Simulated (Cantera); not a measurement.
**Thermodynamics of oxide etching and cleaning by halides, feed CaO + Cl2 + H2**

Input: 1 mol CaO, 32 mol Cl2, 14 mol H2, at 0.150 bar.

Method: chemical equilibrium by Gibbs-energy minimisation in Cantera with the NASA 1993 tables (ideal gas, pure condensed phases). Candidate condensed phases: Ca, CaCl2, CaO, Ca(OH)2, H2O; 21 gas species. Condensed phases not in the tables: oxide chlorides. Kinetics and transport are ignored.

| T (K) | log p HCl | log p Cl2 | log p Cl | log p O2 | log p H2O | log p CaCl2 | log p ClO | log p HOCl | n CaCl2(l) |
|---|---|---|---|---|---|---|---|---|---|
| 1125 | -1.04 | -1.25 | -3.31 | -2.90 | -3.10 | -5.96 | -6.10 | -6.18 | 1.000 |
| 1175 | -1.04 | -1.25 | -3.07 | -2.88 | -3.20 | -5.41 | -5.89 | -6.14 | 0.999 |
| 1225 | -1.04 | -1.25 | -2.84 | -2.86 | -3.30 | -4.91 | -5.70 | -6.10 | 0.996 |
| 1275 | -1.04 | -1.26 | -2.64 | -2.84 | -3.38 | -4.45 | -5.52 | -6.06 | 0.989 |
| 1325 | -1.04 | -1.27 | -2.45 | -2.84 | -3.47 | -4.03 | -5.36 | -6.04 | 0.972 |
| 1375 | -1.05 | -1.28 | -2.27 | -2.83 | -3.54 | -3.65 | -5.22 | -6.01 | 0.930 |
| 1425 | -1.05 | -1.29 | -2.11 | -2.83 | -3.62 | -3.29 | -5.09 | -5.99 | 0.839 |
log p: log10 of the partial pressure in bar; n: condensed amount in mol.

From 1125 K to 1425 K the condensed part is CaCl2(l). The main Ca-bearing gas is CaCl2 throughout. The share of Ca in condensed phases is highest at 1125 K (100.0 %) and lowest at 1425 K (83.9 %).
